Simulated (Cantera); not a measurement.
Cantera run:

```python
import numpy as np
import cantera as ct

gas_names = """
    AL ALCL ALCL2 ALCL3 ALH ALN AL2 AL2CL6 CL CL2 H HCL H2 N NH NH2 NH3 N2 N2H2 N2H4
""".split()
cond_names = """
    AL(cr) AL(L) ALCL3(s) ALCL3(L) ALN(s) NH4CL(a) NH4CL(b)
""".split()


# ... load() reads the species with a 1 bar reference pressure and builds the phases ...
atoms = {
    'AlN': {'AL': 1, 'N': 1},
    'Cl2': {'CL': 2},
    'H2': {'H': 2},
}
top_T = {'ALN(s)': 2750}  # K; cautious upper limits of use, not melting points


# ... equilibrate(T, P, feed) seeds the gas with the atoms and calls Mixture.equilibrate('TP', solver="vcs", rtol=1e-11, max_steps=5000) ...
results = []
T = 1573  # K
P = 100000  # Pa
for m in [1.8, 2.3, 3, 3.9, 5, 6.4, 8.2, 11, 14, 18, 23, 29]:
    feed = {'AlN': 1, 'Cl2': 20, 'H2': m}  # mol
    mix = equilibrate(T, P, feed)
    results.append((T, P, feed, dict(zip(mix.species_names, mix.species_moles))))
    x = sorted(zip(gas.X, gas.species_names), reverse=True)
    print(f"T = {T:g} K  P = {P:g} Pa  n(H2) = {m:g} mol  gas = {mix.phase_moles(0):.4g} mol")
    print("   x: " + "  ".join(f"{s} {v:.3e}" for v, s in x if v > 0.001))
    print("   condensed (mol): " + ("  ".join(f"{mix.phase(i).name} {mix.phase_moles(i):.4g}"
          for i in range(1, mix.n_phases) if mix.phase_moles(i) > 1e-12) or "none"))
```

It prints:

```
T = 1573 K  P = 100000 Pa  n(H2) = 1.8 mol  gas = 22.68 mol
   x: CL2 6.972e-01  HCL 1.587e-01  CL 7.797e-02  ALCL3 4.408e-02  N2 2.204e-02
   condensed (mol): none
T = 1573 K  P = 100000 Pa  n(H2) = 2.3 mol  gas = 23.18 mol
   x: CL2 6.609e-01  HCL 1.984e-01  CL 7.591e-02  ALCL3 4.314e-02  N2 2.157e-02
   condensed (mol): none
T = 1573 K  P = 100000 Pa  n(H2) = 3 mol  gas = 23.87 mol
   x: CL2 6.127e-01  HCL 2.513e-01  CL 7.309e-02  ALCL3 4.189e-02  N2 2.094e-02
   condensed (mol): none
T = 1573 K  P = 100000 Pa  n(H2) = 3.9 mol  gas = 24.76 mol
   x: CL2 5.549e-01  HCL 3.150e-01  CL 6.955e-02  ALCL3 4.038e-02  N2 2.019e-02
   condensed (mol): none
T = 1573 K  P = 100000 Pa  n(H2) = 5 mol  gas = 25.84 mol
   x: CL2 4.897e-01  HCL 3.869e-01  CL 6.534e-02  ALCL3 3.869e-02  N2 1.935e-02
   condensed (mol): none
T = 1573 K  P = 100000 Pa  n(H2) = 6.4 mol  gas = 27.22 mol
   x: HCL 4.703e-01  CL2 4.145e-01  CL 6.012e-02  ALCL3 3.674e-02  N2 1.837e-02
   condensed (mol): none
T = 1573 K  P = 100000 Pa  n(H2) = 8.2 mol  gas = 28.98 mol
   x: HCL 5.660e-01  CL2 3.287e-01  CL 5.353e-02  ALCL3 3.451e-02  N2 1.726e-02
   condensed (mol): none
T = 1573 K  P = 100000 Pa  n(H2) = 11 mol  gas = 31.69 mol
   x: HCL 6.943e-01  CL2 2.150e-01  CL 4.330e-02  ALCL3 3.156e-02  N2 1.578e-02
   condensed (mol): none
T = 1573 K  P = 100000 Pa  n(H2) = 14 mol  gas = 34.55 mol
   x: HCL 8.105e-01  CL2 1.145e-01  CL 3.159e-02  ALCL3 2.895e-02  N2 1.447e-02
   condensed (mol): none
T = 1573 K  P = 100000 Pa  n(H2) = 18 mol  gas = 38.17 mol
   x: HCL 9.432e-01  ALCL3 2.620e-02  N2 1.310e-02  CL2 8.747e-03  CL 8.733e-03
   condensed (mol): none
T = 1573 K  P = 100000 Pa  n(H2) = 23 mol  gas = 43 mol
   x: HCL 8.604e-01  H2 1.047e-01  ALCL3 2.321e-02  N2 1.163e-02
   condensed (mol): none
T = 1573 K  P = 100000 Pa  n(H2) = 29 mol  gas = 49 mol
   x: HCL 7.551e-01  H2 2.143e-01  ALCL3 2.035e-02  N2 1.020e-02
   condensed (mol): none
```

These are equilibrium values from Cantera (NASA tables, ideal gas, pure condensed phases), not measurements of a reactor. The tables' values for AlCl2 are old estimates; treat these amounts as uncertain.
